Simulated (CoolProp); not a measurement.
A single-stage vapour-compression cycle with isobutane: evaporating at 291.15 K (dew point), condensing at 356.15 K (bubble point), superheat 0 K, subcooling 5 K, compressor efficiency 0.7, no pressure losses. Each further row changes one setting.

Values from CoolProp's reference Helmholtz-energy equation of state, Bücker 2006.

```tsv
case	cooling COP	pressure ratio	discharge temperature (K)	refrigerating effect (kJ/kg)	volumetric capacity (kJ/m³)
as stated	___	5.02	357.8	180	1340
evaporating temperature 296.15 K	2.38	___	___	___	1610
condensing temperature 351.15 K	2.39	___	353.1	194	1450
subcooling 10 K	2.25	5.02	357.8	194	1450
superheat 10 K	2.16	5.02	367.2	197	1410
compressor efficiency 0.6	1.79	5.02	___	180	1340
```

**Question.** Some entries are withheld; supply them.

**Answer.** 
- as stated, cooling COP: 2.08
- evaporating temperature 296.15 K, pressure ratio: 4.32
- evaporating temperature 296.15 K, discharge temperature (K): 357.3
- evaporating temperature 296.15 K, refrigerating effect (kJ/kg): 186
- condensing temperature 351.15 K, pressure ratio: 4.53
- compressor efficiency 0.6, discharge temperature (K): 363.8
